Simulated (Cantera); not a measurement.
Ignition delay

Mixture: H₂ : O₂ : N₂ = 1 : 0.385 : 1.45 (molar parts), equivalence ratio 1.3, at 0.370 bar, adiabatic and at constant volume. Ignition delay is the time to a rise of 400 K.

Detailed kinetics in Cantera: the H2/O2 subset of GRI-Mech 3.0, which has no nitrogen chemistry. Where the delays flatten at high temperature, the 400 K rule measures the pace of heat release, not the induction time.

```json
[
 {"T0 (K)": "1200", "delay (ms)": "0.124"},
 {"T0 (K)": "1250", "delay (ms)": "0.0998"},
 {"T0 (K)": "1300", "delay (ms)": "0.0831"},
 {"T0 (K)": "1350", "delay (ms)": "0.0714"},
 {"T0 (K)": "1400", "delay (ms)": "0.0633"},
 {"T0 (K)": "1450", "delay (ms)": "0.0578"},
 {"T0 (K)": "1500", "delay (ms)": "0.0542"}
]
```
